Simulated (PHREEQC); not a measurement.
Dissolve 0.05 mol/kgw HF, 0.012 mol/kgw NH4HF2 and 0.0047 mol/kgw (NH4)2SiF6 at 25 °C. Closed to the air; pH follows from the charge balance.

Computed with PHREEQC (ion-association model, phreeqc.dat).

Q: The ionic strength comes out as 0.0300 mol/kgw. What activity coefficients do HF2-, SiF6-2, NH4+, H+, F- get?

A: HF2- 0.85, SiF6-2 0.53, NH4+ 0.84, H+ 0.87, F- 0.84.

Precipitation was switched off in this run. SiF6-2 is the database's only silicon fluoride.
